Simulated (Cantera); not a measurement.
Cantera run:

```python
import numpy as np
import cantera as ct

gas_names = """
    N NO NO2 NO3 N2 N2O O O2 O3 Si SiN SiO SiO2 Si2 Si2N Si3
""".split()
cond_names = """
    Si(cr) Si(L) SiO2(Lqz) SiO2(hqz) SiO2(L) Si2N2O(s) Si3N4(a)
""".split()


def load(file, names, dense=False):
    # The tables refer to 1 bar. Condensed volumes are neglected.
    table = {s.name: s for s in ct.Species.list_from_file(file)}
    out = []
    for n in names:
        d = dict(table[n].input_data)
        d["thermo"] = dict(d["thermo"], **{"reference-pressure": 1e5})
        if dense:
            d["equation-of-state"] = {"model": "constant-volume", "density": "1e6 g/cm^3"}
        out.append(ct.Species.from_dict(d))
    return out


gas = ct.Solution(thermo="ideal-gas", species=load("nasa_gas.yaml", gas_names))
cond = {s.name: ct.Solution(thermo="fixed-stoichiometry", species=[s], name=s.name)
        for s in load("nasa_condensed.yaml", cond_names, dense=True)}
atoms = {
    'Si': {'Si': 1},
    'O2': {'O': 2},
    'N2': {'N': 2},
}
top_T = {'Si2N2O(s)': 2100, 'Si3N4(a)': 2400}  # K; cautious upper limits of use, not melting points


def equilibrate(T, P, feed):
    n = {}
    for name, mol in feed.items():
        for a, k in atoms[name].items():
            n[a] = n.get(a, 0.0) + k * mol
    gas.TPX = T, P, n
    mass = sum(n.values()) * gas.mean_molecular_weight
    gas.equilibrate("TP")
    valid = [c for c in cond.values() if c.min_temp <= T <= top_T.get(c.name, c.max_temp)]
    mix = ct.Mixture([(gas, mass / gas.mean_molecular_weight)] + [(c, 0.0) for c in valid])
    mix.T, mix.P = T, P
    mix.equilibrate("TP", solver="vcs", rtol=1e-11, max_steps=5000)
    return mix


results = []
feed = {'Si': 1, 'O2': 0.21, 'N2': 58}  # mol
T = 1400  # K
P = 6900  # Pa
mix = equilibrate(T, P, feed)
results.append((T, P, feed, dict(zip(mix.species_names, mix.species_moles))))
print(gas.report(threshold=0.0001))
for i in range(1, mix.n_phases):
    print(f"{mix.phase(i).name:16s} {mix.phase_moles(i):12.5e} mol")
```

Output:

```
       temperature   1400 K
          pressure   6900 Pa
           density   0.016606 kg/m^3
  mean mol. weight   28.014 kg/kmol
   phase of matter   gas

                          1 kg             1 kmol
                     ---------------   ---------------
          enthalpy        1.2461e+06        3.4909e+07  J
   internal energy         8.306e+05        2.3269e+07  J
           entropy            9341.7         2.617e+05  J/K
    Gibbs function       -1.1832e+07       -3.3147e+08  J
 heat capacity c_p            1228.9             34427  J/K
 heat capacity c_v            932.14             26113  J/K

                      mass frac. Y      mole frac. X     chem. pot. / RT
                     ---------------   ---------------   ---------------
                N2                 1                 1           -28.476
     [  +15 minor]        6.3477e-08        4.0347e-08

Si(cr)            0.00000e+00 mol
SiO2(hqz)         0.00000e+00 mol
Si2N2O(s)         4.19998e-01 mol
Si3N4(a)          5.33341e-02 mol
```

Method: chemical equilibrium by Gibbs-energy minimisation in Cantera with the NASA 1993 tables (ideal gas, pure condensed phases). N2 is the only nitrogen source here; it is nearly inert below about 1500 K, so the nitride shown seldom forms there in practice. Mutual solubility and eutectic melting of coexisting phases are not modelled.
